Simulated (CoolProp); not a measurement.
R1132(E) along the isobar 6150 kPa: density (kg/m³) from the reference equation and from simpler models built on Tc = 75.7 °C, pc = 5174 kPa, ω = 0.245; each cubic takes its own stable root.

Values from CoolProp's reference Helmholtz-energy equation of state, Akasaka 2024.

```tsv
T (°C)	phase	reference
46.05	liquid	862.9
53.45	liquid	827.6
60.75	liquid	787.1
68.15	liquid	736.6
75.45	liquid	667.0
82.75	supercritical	511.4
90.15	supercritical	294.9
97.45	supercritical	239.2
104.85	supercritical	211.0
112.15	supercritical	192.6
119.55	supercritical	178.9
126.85	supercritical	168.2
```

Q: How far does each simpler model (van der Waals, Redlich-Kwong, Soave-Redlich-Kwong) lie from the reference over these 12 states: mean and median of the absolute difference, and the worst?

A: 
- van der Waals: mean 19.9 %, median 16.6 %, worst -37.0 % at 46.05 °C and 6150 kPa
- Redlich-Kwong: mean 10.2 %, median 8.5 %, worst -20.5 % at 75.45 °C and 6150 kPa
- Soave-Redlich-Kwong: mean 10.6 %, median 10.5 %, worst -20.4 % at 75.45 °C and 6150 kPa
